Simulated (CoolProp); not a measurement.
Vapour-liquid equilibrium of propylene (1) + R134a (2) at 0.535 MPa; x and y are mole fractions of (1).

Values from CoolProp's multi-fluid Helmholtz-energy mixture model, Lemmon 2013 and Tillner-Roth 1994; pair parameters Bell 2016.

| x | bubble temperature (°C) | y at the bubble point | dew temperature at overall composition x (°C) | liquid density (mol/L) |
|---|---|---|---|---|
| 0.05 | 13.6 | 0.155 | 16.5 | 12.20 |
| 0.15 | 7.1 | 0.366 | 13.7 | 12.35 |
| 0.25 | 2.8 | 0.494 | 10.7 | 12.45 |
| 0.35 | 0.1 | 0.577 | 7.6 | 12.51 |
| 0.45 | -1.7 | 0.636 | 4.3 | 12.56 |
| 0.55 | -2.9 | 0.683 | 0.9 | 12.61 |
| 0.65 | -3.7 | 0.728 | -2.1 | 12.68 |
| 0.75 | -4.2 | 0.777 | -4.0 | 12.78 |
| 0.85 | -4.3 | 0.840 | -4.3 | 12.89 |
| 0.95 | -3.7 | 0.933 | -3.5 | 13.02 |

y crosses x between x = 0.75 and 0.85: the model has an azeotrope there.

The pair parameters rest on a limited set of measurements; away from them the model extrapolates.
